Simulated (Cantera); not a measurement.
Input: 1 mol Pb, 0.086 mol O2, 1 mol N2, equilibrated at 752 °C.

Equilibrium computed with Cantera from the NASA thermochemical tables; the gas is ideal and each condensed phase is pure. Candidate condensed phases: Pb, PbO, PbO2, Pb3O4; 12 gas species. Mutual solubility and eutectic melting of coexisting phases are not modelled. The numbers say what is thermodynamically allowed, not how fast it happens.

Q: At 0.00460 bar, list the 3 most abundant gas species with their mole fractions, and the condensed phases.

A: N2 0.994, Pb 0.00605, PbO 0.000149. Condensed: Pb(l) + PbO(yellow).
